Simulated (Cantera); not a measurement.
Input: 1 mol Al, 5.2 mol HCl, 1.3 mol N₂, equilibrated at 575 K and 0.00290 bar.

Cantera equilibrium calculation (NASA polynomials, part measured and part estimated; ideal gas, pure solids and liquids). Candidate condensed phases: Al, AlCl₃, AlN, NH₄Cl; 20 gas species. The numbers say what is thermodynamically allowed, not how fast it happens.

Base state: HCl 0.386, H₂ 0.263, N₂ 0.228, AlCl₃ 0.0681, Al₂Cl₆ 0.0538, NH₃ 1.22e-5 (mole fractions); condensed: gas only.

Question: What changes in the equilibrium state with this change: temperature from 575 K to 848.15 K?

Answer: 
| species | before | after |
|---|---|---|
| HCl | 0.386 | 0.367 |
| H₂ | 0.263 | 0.250 |
| N₂ | 0.228 | 0.217 |
| AlCl₃ | 0.0681 | 0.166 |
| Al₂Cl₆ | 0.0538 | 9.81e-5 |
| NH₃ | 1.22e-5 | 3.19e-7 |

Question: What changes in the equilibrium state with this change: pressure from 0.00290 bar to 0.0133 bar?

Answer: 
```tsv
species	before	after
HCl	0.386	0.393
H₂	0.263	0.268
N₂	0.228	0.232
AlCl₃	0.0681	0.0365
Al₂Cl₆	0.0538	0.0710
NH₃	1.22e-5	5.79e-5
```
